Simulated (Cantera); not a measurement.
**Equilibrium for carbothermic reduction: CuO + CH₄ + CO**

A closed system holds: 1 mol CuO, 0.65 mol CH₄, 0.014 mol CO, held at 850 K and 1.00 Torr.

Equilibrium computed with Cantera from the NASA thermochemical tables; the gas is ideal and each condensed phase is pure. Candidate condensed phases: C, C₆H₆, C₇H₈, C₈H₁₈, Cu, CuO, Cu(OH)₂, Cu₂O, H₂O; 113 gas species. Equilibrium is a limit: real reactors are often held back by kinetics, nucleation or transport.

```
Item                                       Result
--------------------------------------  ---------
x(H₂)                                       0.583
x(CO)                                       0.239
x(CO₂)                                     0.0991
x(H₂O)                                     0.0791
x(CH₄)                                    4.66e-6
n(Cu(s))                                 1.00 mol
gas amount                              1.964 mol
log10 activity of C(graphite) (absent)      -1.78
log10 activity of Cu(OH)₂(s) (absent)      -15.12
```
